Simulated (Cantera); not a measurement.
Feed: 1 mol Si, 0.45 mol CO2, 11 mol N2, at 0.00110 bar.

Cantera equilibrium calculation (NASA polynomials, part measured and part estimated; ideal gas, pure solids and liquids). Candidate condensed phases: C, Si, SiC, SiO2, Si2N2O, Si3N4; 34 gas species. N2 is the only nitrogen source here; it is nearly inert below about 1500 K, so the nitride shown seldom forms there in practice. Mutual solubility and eutectic melting of coexisting phases are not modelled. The tables' values for SiN are old estimates; treat these amounts as uncertain. The numbers say what is thermodynamically allowed, not how fast it happens.

x: gas mole fraction; n: condensed amount in mol.

```json
[
 {"T (K)": "1050", "x N2": "0.963", "x SiO": "3.44e-10", "x CO": "0.0367", "x Si": "<1e-12", "n C(graphite)": "0.0500", "n Si2N2O(s)": "0.500", "n SiC(s)": "0"},
 {"T (K)": "1150", "x N2": "0.963", "x SiO": "2.25e-8", "x CO": "0.0367", "x Si": "<1e-12", "n C(graphite)": "0.0500", "n Si2N2O(s)": "0.500", "n SiC(s)": "0"},
 {"T (K)": "1250", "x N2": "0.963", "x SiO": "7.47e-7", "x CO": "0.0367", "x Si": "<1e-12", "n C(graphite)": "0.0500", "n Si2N2O(s)": "0.500", "n SiC(s)": "0"},
 {"T (K)": "1350", "x N2": "0.963", "x SiO": "1.46e-5", "x CO": "0.0367", "x Si": "2.81e-10", "n C(graphite)": "0.0501", "n Si2N2O(s)": "0.500", "n SiC(s)": "0"},
 {"T (K)": "1450", "x N2": "0.962", "x SiO": "0.000281", "x CO": "0.0380", "x Si": "3.60e-8", "n C(graphite)": "0", "n Si2N2O(s)": "0.481", "n SiC(s)": "?"},
 {"T (K)": "1550", "x N2": "0.959", "x SiO": "0.00462", "x CO": "0.0363", "x Si": "1.94e-6", "n C(graphite)": "0", "n Si2N2O(s)": "0.449", "n SiC(s)": "?"},
 {"T (K)": "1650", "x N2": "0.934", "x SiO": "0.0458", "x CO": "0.0205", "x Si": "7.67e-5", "n C(graphite)": "0", "n Si2N2O(s)": "0.128", "n SiC(s)": "?"},
 {"T (K)": "1750", "x N2": "0.924", "x SiO": "0.0605", "x CO": "0.0151", "x Si": "0.000751", "n C(graphite)": "0", "n Si2N2O(s)": "0", "n SiC(s)": "?"},
 {"T (K)": "1850", "x N2": "0.920", "x SiO": "0.0585", "x CO": "0.0168", "x Si": "0.00411", "n C(graphite)": "0", "n Si2N2O(s)": "0", "n SiC(s)": "?"},
 {"T (K)": "1950", "x N2": "0.909", "x SiO": "0.0513", "x CO": "0.0231", "x Si": "0.0161", "n C(graphite)": "0", "n Si2N2O(s)": "0", "n SiC(s)": "?"}
]
```

Problem. Fill in the missing entries.

Solution. 
- 1450, n SiC(s): 0.0344
- 1550, n SiC(s): 0.0503
- 1650, n SiC(s): 0.211
- 1750, n SiC(s): 0.270
- 1850, n SiC(s): 0.248
- 1950, n SiC(s): 0.167
